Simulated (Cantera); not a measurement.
**Premixed flame**

A freely propagating, adiabatic, planar premixed flame of 6.47 % CH4, 0.362 % H2, 16.2 % O2, 60.8 % N2, 16.2 % H2O, unburnt at 500 K and 4.20 bar; mixture-averaged transport, grid criteria slope 0.08 and curve 0.16, no radiation.

Model: GRI-Mech 3.0 (53 species, 325 reactions), integrated in Cantera. Burning velocities carry a grid error of a few per cent, more on coarse grids.

| z (mm) | T (K) | u (m/s) | x CH4 | x H2 | x O2 | x CH2 | x HCN | x N2O |
|---|---|---|---|---|---|---|---|---|
| -1.01 | 502 | 0.159 | 0.0645 | 0.00376 | 0.161 | <1e-8 | <1e-8 | <1e-8 |
| -0.677 | 513 | 0.163 | 0.0638 | 0.00392 | 0.161 | <1e-8 | <1e-8 | <1e-8 |
| -0.507 | 545 | 0.173 | 0.0620 | 0.00408 | 0.158 | <1e-8 | <1e-8 | <1e-8 |
| -0.338 | 668 | 0.213 | 0.0554 | 0.00433 | 0.149 | <1e-8 | 1.37e-8 | 2.39e-8 |
| -0.169 | 1050 | 0.336 | 0.0350 | 0.00465 | 0.115 | <1e-8 | 6.81e-8 | 1.27e-7 |
| -0.0846 | 1367 | 0.438 | 0.0173 | 0.00479 | 0.0829 | 1.13e-7 | 1.30e-7 | 2.53e-7 |
| 0 | 1678 | 0.536 | 0.00209 | 0.00401 | 0.0488 | 5.46e-6 | 2.10e-7 | 4.48e-7 |
| 0.0846 | 1802 | 0.573 | 1.99e-5 | 0.00205 | 0.0358 | 3.14e-7 | 1.00e-7 | 6.76e-7 |
| 0.169 | 1844 | 0.585 | 1.58e-7 | 0.00117 | 0.0329 | <1e-8 | 2.99e-8 | 7.58e-7 |
| 0.338 | 1872 | 0.593 | <1e-8 | 0.000473 | 0.0315 | <1e-8 | <1e-8 | 6.37e-7 |
| 0.677 | 1883 | 0.596 | <1e-8 | 0.000163 | 0.0310 | <1e-8 | <1e-8 | 3.39e-7 |
| 1.35 | 1885 | 0.597 | <1e-8 | 9.93e-5 | 0.0310 | <1e-8 | <1e-8 | 2.02e-7 |
| 2.71 | 1886 | 0.597 | <1e-8 | 9.50e-5 | 0.0310 | <1e-8 | <1e-8 | 1.89e-7 |
x: mole fraction of selected species; z is measured from the peak of heat release.

| Item | Value |
|---|---|
| laminar burning velocity | 15.8 cm/s |
| thermal thickness | 0.338 mm |
| peak x(CH2) | 5.58e-6 |
| peak x(HCN) | 2.11e-7 |
| grid points | 131 |
